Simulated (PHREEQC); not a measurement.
PHREEQC input (ion-association model, wateq4f.dat):

```
SOLUTION_MASTER_SPECIES
  An  An-  0  An  62.0  # stands for a non-complexing anion
SOLUTION_SPECIES
  An- = An-
    -log_k 0
    -gamma 3.0 0
PHASES
  Fix_H+
    H+ = H+
    -log_k 0
SOLUTION 1
  temp 25
  units mmol/kgw
  pH 7 charge
  Na 100
  An 100
END
SELECTED_OUTPUT 1
  -reset false
  -pH true
  -pe true
  -ionic_strength true
  -water true
  -totals Na
  -molalities Hfo_wOH Hfo_wOH2+ Hfo_wO- Hfo_sOH Hfo_sOH2+ Hfo_sO-
USER_PUNCH 1
  -headings sigma psi
  10 PUNCH EDL("sigma", "Hfo"), EDL("psi", "Hfo")
PRINT
  -reset false
USE solution 1
SURFACE 1
  Hfo_wOH 0.00150562 600 0.67
  Hfo_sOH 3.76404e-05
EQUILIBRIUM_PHASES 1
  Fix_H+ -4 HAn 10
    -force_equality true
  O2(g) -0.68 10
END
# ... the last block is repeated for the other 16 points of pH, with NaOH or the acid as the point needs
```

Selected output (columns that matter, 17 of 17 rows; pH added in front):

```
pH	mu	Na	m_Hfo_wOH	m_Hfo_wOH2+	m_Hfo_wO-	m_Hfo_sOH	m_Hfo_sOH2+	m_Hfo_sO-	sigma	psi
4	0.10079	0.1	0.00020002	0.0013049	7.0236e-07	5.0004e-06	3.2622e-05	1.7559e-08	0.32088	0.14644
4.5	0.10061	0.1	0.00039089	0.0011116	3.149e-06	9.7723e-06	2.7789e-05	7.8725e-08	0.27271	0.1382
5	0.10046	0.1	0.00061315	0.00088272	9.7568e-06	1.5329e-05	2.2068e-05	2.4392e-07	0.21478	0.12611
5.5	0.10033	0.1	0.00081437	0.00066853	2.2726e-05	2.0359e-05	1.6713e-05	5.6814e-07	0.15889	0.11096
6	0.10023	0.1	0.0009664	0.00049609	4.3128e-05	2.416e-05	1.2402e-05	1.0782e-06	0.11144	0.093443
6.5	0.10015	0.1	0.0010652	0.00037016	7.0228e-05	2.6631e-05	9.2539e-06	1.7557e-06	0.073793	0.07389
7	0.10009	0.1	0.0011206	0.00028362	0.00010143	2.8014e-05	7.0904e-06	2.5357e-06	0.044825	0.052454
7.5	0.10005	0.1	0.0011467	0.00022502	0.00013388	2.8668e-05	5.6254e-06	3.3469e-06	0.022423	0.029415
8	0.10001	0.1	0.0011555	0.00018293	0.0001672	2.8887e-05	4.5733e-06	4.18e-06	0.0038713	0.0053518
8.5	0.10003	0.10006	0.0011522	0.00014831	0.00020507	2.8806e-05	3.7078e-06	5.1268e-06	-0.013965	-0.018908
9	0.10008	0.10016	0.0011349	0.00011566	0.0002551	2.8371e-05	2.8914e-06	6.3776e-06	-0.034309	-0.042487
9.5	0.10017	0.10029	0.0010941	8.3634e-05	0.00032789	2.7352e-05	2.0908e-06	8.1972e-06	-0.060095	-0.064677
10	0.10033	0.10052	0.001016	5.4317e-05	0.00043533	2.5399e-05	1.3579e-06	1.0883e-05	-0.093743	-0.08507
10.5	0.1007	0.10098	0.00088746	3.0714e-05	0.00058744	2.2186e-05	7.6784e-07	1.4686e-05	-0.13697	-0.10347
11	0.10171	0.1021	0.00070435	1.4444e-05	0.00078681	1.7609e-05	3.6111e-07	1.967e-05	-0.19003	-0.11961
11.5	0.10468	0.1052	0.0004805	5.186e-06	0.0010199	1.2012e-05	1.2965e-07	2.5498e-05	-0.24966	-0.13269
12	0.1139	0.11454	0.00025685	1.2115e-06	0.0012475	6.4214e-06	3.0288e-08	3.1188e-05	-0.30664	-0.14101
```
